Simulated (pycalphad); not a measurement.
Source of the numbers: pycalphad with the COST 507 light-alloy database (1999); pressure 1 atm. The database dates from 1999; later assessments differ in places, in temperatures and in the compounds included.

**Question.** Which phases does Mg-23 at.% Si hold at 900 °C, with what compositions and amounts?

**Answer.** liquid with 10.6 at.% Si and MG2SI with 33.3 at.% Si. The lever rule gives (23 − 10.6)/(33.3 − 10.6) = 0.55 of MG2SI and 0.45 of liquid.

**Question.** Which phases does Mg-27 at.% Si hold at 814 °C, with what compositions and amounts?

**Answer.** liquid with 6.1 at.% Si and MG2SI with 33.3 at.% Si. The lever rule gives (27 − 6.1)/(33.3 − 6.1) = 0.77 of MG2SI and 0.23 of liquid.

**Question.** Which phases does Mg-27 at.% Si hold at 250 °C, with what compositions and amounts?

**Answer.** hcp with <0.01 at.% Si and MG2SI with 33.3 at.% Si. The lever rule gives (27 − 0.0)/(33.3 − 0.0) = 0.81 of MG2SI and 0.19 of hcp.

**Question.** Which phases does Mg-41 at.% Si hold at 662 °C, with what compositions and amounts?

**Answer.** MG2SI with 33.3 at.% Si and diamond (Si) with 100 at.% Si. The lever rule gives (41 − 33.3)/(100.0 − 33.3) = 0.11 of diamond (Si) and 0.89 of MG2SI.

Database names, with the compositions (at.%) that they take in these runs: MG2SI: Mg 67 Si 33.
